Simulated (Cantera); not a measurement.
Cantera run, input and output.

```python
import numpy as np
import cantera as ct

gas = ct.Solution("gri30.yaml")
gas.TPX = 1223, 1000000, {'CH3OH': 0.0087, 'O2': 0.0088, 'N2': 1}
reactor = ct.IdealGasConstPressureReactor(gas, energy="off", clone=False)
net = ct.ReactorNet([reactor])
net.rtol, net.atol = 1e-08, 1e-18
show = ['CH3OH', 'O2', 'HCO', 'H2O', 'CH2CO']
times = np.geomspace(7e-05, 30, 11)

steps = ct.SolutionArray(gas, extra=["t"])
rows = []
print(f"{'t/s':>10s}{'T/K':>9s}{'P/Pa':>11s}" + "".join(f"{s:>11s}" for s in show))
for t in times:
    while net.time < t:
        t_next = net.step()
        steps.append(gas.state, t=t_next)
    rows.append([np.interp(t, steps.t, y) for y in (steps.T, steps.P, *steps(*show).X.T)])
    print(f"{t:10.3e}{rows[-1][0]:9.1f}{rows[-1][1]:11.4g}" + "".join(f"{x:11.3e}" for x in rows[-1][2:]))
rate = np.gradient(steps.T, steps.t)
print("integrator steps:", len(steps.t))
if steps.T.max() > steps.T[0] + 200:
    print(f"time of steepest temperature rise: {steps.t[rate.argmax()]:.4e} s")
gas.TPX = 1223, 1000000, {'CH3OH': 0.0087, 'O2': 0.0088, 'N2': 1}
gas.equilibrate("TP")
print(f"equilibrium (TP): T = {gas.T:.1f} K  " + "  ".join(f"{s} {gas[s].X[0]:.3e}" for s in show))
```

It prints:

```
       t/s      T/K       P/Pa      CH3OH         O2        HCO        H2O      CH2CO
 7.000e-05   1223.0      1e+06  8.550e-03  8.648e-03  2.341e-13  2.506e-07  1.000e-14
 2.560e-04   1223.0      1e+06  8.547e-03  8.647e-03  1.774e-12  1.024e-06  1.361e-13
 9.365e-04   1223.0      1e+06  8.527e-03  8.639e-03  4.227e-11  8.935e-06  2.153e-12
 3.425e-03   1223.0      1e+06  2.644e-04  3.911e-03  1.187e-07  8.801e-03  4.718e-08
 1.253e-02   1223.0      1e+06  3.714e-10  1.021e-06  1.064e-09  1.435e-02  3.443e-10
 4.583e-02   1223.0      1e+06  1.075e-10  1.589e-07  1.566e-10  1.417e-02  1.234e-10
 1.676e-01   1223.0      1e+06  2.799e-11  4.015e-08  3.664e-11  1.405e-02  3.270e-11
 6.131e-01   1223.0      1e+06  7.822e-12  1.031e-08  1.030e-11  1.395e-02  8.161e-12
 2.242e+00   1223.0      1e+06  2.322e-12  2.323e-09  3.165e-12  1.384e-02  1.946e-12
 8.202e+00   1223.0      1e+06  1.234e-12  2.324e-10  1.830e-12  1.370e-02  9.094e-13
 3.000e+01   1223.0      1e+06  9.961e-13  1.893e-13  1.674e-12  1.333e-02  7.155e-13
integrator steps: 2724
equilibrium (TP): T = 1223.0 K  CH3OH 2.309e-14  O2 2.334e-16  HCO 1.364e-12  H2O 1.191e-02  CH2CO 7.249e-16
```

Model: GRI-Mech 3.0 (53 species, 325 reactions), integrated in Cantera. GRI-Mech 3.0 was tuned for natural gas; its chemistry of methanol as a main component is partial and can be far from experiment.
